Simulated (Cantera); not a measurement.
An adiabatic, constant-volume homogeneous reactor starts with 8.57 % CH₄, 3.00 % CO, 9.94 % O₂, 78.5 % N₂, at 1650 K and 750 Torr.

Model: GRI-Mech 3.0 (53 species, 325 reactions), integrated in Cantera.

Problem. Predict: time of steepest temperature rise; temperature at 9.00 s; equilibrium temperature; x(CO) at 9.00 s; x(O₂) at 9.00 s; x(HO₂) at 9.00 s; x(NO) at 9.00 s.

Solution. 
```
Quantity                                                               Value
---------------------------------  -----------------------------------------
time of steepest temperature rise                                   0.625 ms
temperature at 9.00 s                                                 2582 K
equilibrium temperature                                               2582 K
x(CO) at 9.00 s                        0.0902 (gas-phase equilibrium 0.0902)
x(O₂) at 9.00 s                      6.88e-5 (gas-phase equilibrium 6.88e-5)
x(HO₂) at 9.00 s                     4.50e-8 (gas-phase equilibrium 4.50e-8)
x(NO) at 9.00 s                    0.000462 (gas-phase equilibrium 0.000462)
```
